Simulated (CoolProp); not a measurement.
Vapour-liquid equilibrium of n-hexane (1) + ethylbenzene (2) at 367.5 K; x and y are mole fractions of (1).

Values from CoolProp's multi-fluid Helmholtz-energy mixture model, Thol 2019 and Zhou 2012; pair parameters Bell 2016.

```tsv
x	bubble pressure (bar)	y at the bubble point	dew pressure at overall composition x (bar)	liquid density (mol/L)
0.05	…	0.336	0.2964	7.507
0.2	…	0.682	0.3462	7.411
0.35	1.029	0.804	0.4159	7.310
0.5	1.287	0.872	0.5201	7.204
0.65	1.532	0.919	0.6912	7.093
0.8	1.777	0.956	1.015	…
0.95	2.035	…	1.734	6.854
```

Question: Complete the blanks.

Answer: 
- 0.05, bubble pressure (bar): 0.4085
- 0.2, bubble pressure (bar): 0.7423
- 0.8, liquid density (mol/L): 6.977
- 0.95, y at the bubble point: 0.989

No azeotrope shows between x = 0.05 and 0.95.

Pair parameters are fitted to limited data, so mixtures are less certain than the pure fluids.
